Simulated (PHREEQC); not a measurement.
Solution (25 °C): 7.8 mmol/kgw H2SO4, 4.8 mmol/kgw KNO3 and 0.4 mmol/kgw KH2PO4. Closed to the air; pH follows from the charge balance.

Equilibrium calculation in PHREEQC: ion-association model, phreeqc.dat.

No solid was allowed to form.

Question: Predict the pH, ionic strength.

Answer: pH 1.97; ionic strength 0.0219 mol/kgw.

Question: In which forms is S present?

Answer: SO4-2 58 %, HSO4- 40 %, KSO4- 1.2 % of the S.
